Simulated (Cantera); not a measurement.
A Cantera script and what it prints.

```python
import numpy as np
import cantera as ct

gas_names = """
    AL ALCL ALCL2 ALCL3 ALH ALN AL2 AL2CL6 CL CL2 H HCL H2 N NH NH2 NH3 N2 N2H2 N2H4
""".split()
cond_names = """
    AL(cr) AL(L) ALCL3(s) ALCL3(L) ALN(s) NH4CL(a) NH4CL(b)
""".split()


# ... load() reads the species with a 1 bar reference pressure and builds the phases ...
atoms = {
    'Al': {'AL': 1},
    'HCl': {'H': 1, 'CL': 1},
    'N2': {'N': 2},
}
top_T = {'ALN(s)': 2750}  # K; cautious upper limits of use, not melting points


# ... equilibrate(T, P, feed) seeds the gas with the atoms and calls Mixture.equilibrate('TP', solver="vcs", rtol=1e-11, max_steps=5000) ...
results = []
T = 798  # K
P = 25  # Pa
for m in [3.6, 6.1, 8.7, 11, 14, 16, 19, 21, 24, 26]:
    feed = {'Al': 1, 'HCl': 3.8, 'N2': m}  # mol
    mix = equilibrate(T, P, feed)
    results.append((T, P, feed, dict(zip(mix.species_names, mix.species_moles))))

top = {s: max(r[3][s] / sum(r[3][g] for g in gas_names) for r in results) for s in gas_names}
cols = sorted((s for s in top if top[s] > 1e-06), key=lambda s: -top[s])[:9]
seen = [c for c in cond_names if any(r[3].get(c, 0) > 1e-12 for r in results)]
print("log10 of partial pressures in bar; condensed amounts in mol")
print(f"{'n(N2)':>10s}" + "".join(f"{s[:9]:>10s}" for s in cols + seen))
for T, P, feed, n in results:
    ng = sum(n[g] for g in gas_names)
    print(f"{feed['N2']:10.4g}" + "".join(f"{np.log10(max(n[s] / ng * P / 1e5, 1e-99)):10.3f}" for s in cols)
          + "".join(f"{n.get(c, 0):10.4g}" for c in seen))
```

Output:

```
log10 of partial pressures in bar; condensed amounts in mol
     n(N2)        N2        H2     ALCL3       HCL    AL2CL6    ALN(s)
       3.6    -3.885    -4.265    -4.441    -4.538    -8.339         0
       6.1    -3.791    -4.408    -4.584    -4.642    -8.624   0.01937
       8.7    -3.743    -4.520    -4.696    -4.727    -8.849   0.03322
        11    -3.717    -4.600    -4.776    -4.790    -9.010   0.04264
        14    -3.695    -4.687    -4.864    -4.859    -9.184   0.05255
        16    -3.684    -4.738    -4.914    -4.899    -9.284   0.05813
        19    -3.672    -4.804    -4.980    -4.952    -9.416   0.06542
        21    -3.666    -4.843    -5.019    -4.984    -9.495   0.06972
        24    -3.659    -4.896    -5.072    -5.027    -9.602   0.07551
        26    -3.655    -4.929    -5.105    -5.053    -9.666   0.07901
```

Method: chemical equilibrium by Gibbs-energy minimisation in Cantera with the NASA 1993 tables (ideal gas, pure condensed phases).
